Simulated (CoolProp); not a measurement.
A single-stage vapour-compression cycle with R11: evaporating at 307.15 K (dew point), condensing at 360.15 K (bubble point), superheat 0 K, subcooling 0 K, compressor efficiency 0.75, no pressure losses. Each further row changes one setting.

Values from CoolProp's reference Helmholtz-energy equation of state, Jacobsen 1992.

```tsv
case	cooling COP	pressure ratio	discharge temperature (K)	refrigerating effect (kJ/kg)	volumetric capacity (kJ/m³)
as stated	(withheld)	4.29	374.9	128	1040
evaporating temperature 312.15 K	4.07	3.65	(withheld)	131	1240
condensing temperature 355.15 K	(withheld)	3.81	(withheld)	133	1080
subcooling 5 K	(withheld)	4.29	374.9	133	1080
superheat 10 K	3.59	4.29	(withheld)	(withheld)	1050
compressor efficiency 0.65	3.09	4.29	382.9	128	1040
```

### Question
Some entries are withheld; supply them.

### Answer

- as stated, cooling COP: 3.56
- evaporating temperature 312.15 K, discharge temperature (K): 373.0
- condensing temperature 355.15 K, cooling COP: 4.03
- condensing temperature 355.15 K, discharge temperature (K): 369.1
- subcooling 5 K, cooling COP: 3.69
- superheat 10 K, discharge temperature (K): 386.0
- superheat 10 K, refrigerating effect (kJ/kg): 135
